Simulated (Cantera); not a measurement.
Charge: 1 mol B, 2.1 mol O₂, 2.1 mol N₂, held at 33.0 Torr.

Method: chemical equilibrium by Gibbs-energy minimisation in Cantera with the NASA 1993 tables (ideal gas, pure condensed phases). Candidate condensed phases: B, BN, B₂O₃; 17 gas species. The numbers say what is thermodynamically allowed, not how fast it happens.

At 1625 K, list the 6 most abundant gas species with their mole fractions, and the condensed phases.

N₂ 0.604, O₂ 0.388, B₂O₃ 0.00517, NO 0.00256, BO₂ 0.000672, O 5.78e-5. Condensed: B₂O₃(l).
